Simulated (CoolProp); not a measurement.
Vapour pressure (kPa) of propane: the reference equation beside estimates from Tc = 369.9 K, pc = 4251 kPa, ω = 0.152. Clausius-Clapeyron is anchored at 281.3 K with a constant enthalpy of vaporisation of 16.01 kJ/mol.

The numbers come from the reference Helmholtz-energy equation of state, Lemmon 2009 in CoolProp.

```csv
T (K),reference,Lee-Kesler,Clausius-Clapeyron,Redlich-Kwong,Peng-Robinson
252.8,241.5,241.0,279.1,302.7,241.1
257.6,286.1,286.1,321.7,355.9,285.6
262.3,[?],336.0,367.8,414.3,334.9
267,391.4,[?],418.6,479.2,390.4
271.8,455.2,456.5,475.4,552.7,454.1
276.5,524.9,526.7,536.2,632.0,523.7
281.3,603.9,606.3,603.9,721.0,602.7
286,689.5,692.3,675.8,816.4,688.3
290.8,785.8,[?],755.2,922.4,784.9
295.5,889.4,893.0,839.1,1035,888.8
300.3,1005,1009,931.2,1160,1005
305,1129,1133,1028,1291,1130
```

**Question.** Some entries are withheld; supply them.

**Answer.** 
- 262.3, reference: 335.7
- 267, Lee-Kesler: 392.2
- 290.8, Lee-Kesler: 789.1

Absolute difference from the reference over all 12 rows, mean and median: Lee-Kesler 0.3 and 0.3 %, Clausius-Clapeyron 6.6 and 6.3 %, Redlich-Kwong 19.9 and 19.9 %, Peng-Robinson 0.2 and 0.2 %.
